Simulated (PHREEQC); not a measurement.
Brine: an equilibrium model

Dissolve 5.5 mol LiBr and 1.9 mol NaCl per kg of water at 25 °C. Closed to the air; pH follows from the charge balance.

The numbers come from PHREEQC with the Pitzer model, pitzer.dat.

Precipitation was switched off in this run.

Estimate the activity of water, osmotic coefficient.

activity of water 0.575; osmotic coefficient 2.074.

Complexes and solids missing from the database can't appear.
